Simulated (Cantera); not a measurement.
Feed: 1 mol CsCl, 4 mol HF, 7 mol H2, equilibrated at 0.140 Pa.

Cantera equilibrium calculation (NASA polynomials, part measured and part estimated; ideal gas, pure solids and liquids). Candidate condensed phases: Cs, CsCl, CsF; 22 gas species. The numbers say what is thermodynamically allowed, not how fast it happens.

log p: log10 of the partial pressure in bar; n: condensed amount in mol.

| T (°C) | log p H2 | log p HF | log p CsCl | log p H | log p HCl | log p Cs | log p CsF | n CsCl(s) |
|---|---|---|---|---|---|---|---|---|
| 377 | -6.05 | -6.29 | -8.41 | <-17 | -9.92 | -17.43 | -9.92 | 0.954 |
| 477 | -6.09 | -6.33 | -7.00 | -15.54 | -8.89 | -14.66 | -8.89 | 0 |
| 577 | -6.09 | -6.33 | -6.95 | -13.73 | -8.60 | -13.07 | -8.60 | 0 |
| 677 | -6.09 | -6.33 | -6.95 | -12.30 | -8.40 | -11.83 | -8.40 | 0 |
| 777 | -6.09 | -6.34 | -6.96 | … | … | … | … | 0 |
| 877 | -6.09 | -6.34 | -6.96 | -10.17 | -8.10 | -10.01 | -8.10 | 0 |
| 977 | -6.09 | -6.34 | -6.97 | … | … | … | … | 0 |
| 1077 | -6.09 | -6.34 | -6.99 | -8.67 | -7.87 | -8.76 | -7.93 | 0 |
| 1177 | -6.09 | -6.35 | -7.01 | -8.07 | -7.75 | -8.31 | -7.89 | 0 |
| 1277 | -6.10 | -6.35 | -7.04 | -7.55 | -7.63 | -7.95 | -7.90 | 0 |
| 1377 | -6.13 | -6.36 | -7.10 | -7.11 | -7.52 | -7.67 | -7.95 | 0 |

What belongs in the gaps?


- 977, log p H: -9.36
- 977, log p HCl: -7.98
- 977, log p Cs: -9.33
- 977, log p CsF: -8.00
- 777, log p H: -11.13
- 777, log p HCl: -8.23
- 777, log p Cs: -10.83
- 777, log p CsF: -8.24
